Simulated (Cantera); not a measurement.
What does this Cantera script print?

```python
import numpy as np
import cantera as ct

gas_names = """
    CL CL2 H HCL H2 Si SiCL SiCL2 SiCL3 SiCL4 SiH SiHCL3 SiH2 SiH2CL2 SiH3 SiH3CL SiH4 Si2 Si3
""".split()
cond_names = """
    Si(cr) Si(L)
""".split()


# ... load() reads the species with a 1 bar reference pressure and builds the phases ...
atoms = {
    'SiCl4': {'Si': 1, 'CL': 4},
    'H2': {'H': 2},
}
top_T = {}  # K; cautious upper limits of use, not melting points


# ... equilibrate(T, P, feed) seeds the gas with the atoms and calls Mixture.equilibrate('TP', solver="vcs", rtol=1e-11, max_steps=5000) ...
results = []
feed = {'SiCl4': 1, 'H2': 14}  # mol
P = 350  # Pa
for T in [1350, 1400, 1450, 1500, 1550, 1600, 1650, 1700, 1750, 1800]:
    mix = equilibrate(T, P, feed)
    results.append((T, P, feed, dict(zip(mix.species_names, mix.species_moles))))

top = {s: max(r[3][s] / sum(r[3][g] for g in gas_names) for r in results) for s in gas_names}
cols = sorted((s for s in top if top[s] > 1e-05), key=lambda s: -top[s])[:5]
seen = [c for c in cond_names if any(r[3].get(c, 0) > 1e-12 for r in results)]
print("log10 of partial pressures in bar; condensed amounts in mol")
print(f"{'T/K':>10s}" + "".join(f"{s[:9]:>10s}" for s in cols + seen))
for T, P, feed, n in results:
    ng = sum(n[g] for g in gas_names)
    print(f"{T:10.4g}" + "".join(f"{np.log10(max(n[s] / ng * P / 1e5, 1e-99)):10.3f}" for s in cols)
          + "".join(f"{n.get(c, 0):10.4g}" for c in seen))
```

Output:

```
log10 of partial pressures in bar; condensed amounts in mol
       T/K        H2       HCL     SiCL2         H     SiCL3    Si(cr)
      1350    -2.545    -3.356    -3.717    -6.895    -4.936   0.05042
      1400    -2.546    -3.356    -3.696    -6.586    -5.082   0.03296
      1450    -2.546    -3.358    -3.682    -6.297    -5.226   0.01783
      1500    -2.546    -3.362    -3.672    -6.027    -5.364  0.004297
      1550    -2.546    -3.362    -3.667    -5.775    -5.495         0
      1600    -2.546    -3.362    -3.666    -5.538    -5.619         0
      1650    -2.547    -3.361    -3.666    -5.315    -5.736         0
      1700    -2.547    -3.360    -3.667    -5.105    -5.847         0
      1750    -2.548    -3.358    -3.669    -4.908    -5.952         0
      1800    -2.550    -3.355    -3.675    -4.721    -6.052         0
```

Cantera equilibrium calculation (NASA polynomials, part measured and part estimated; ideal gas, pure solids and liquids). The tables' values for SiCl3, SiCl are old estimates; treat these amounts as uncertain. Gases not in the tables: Si2H6 and higher silanes.
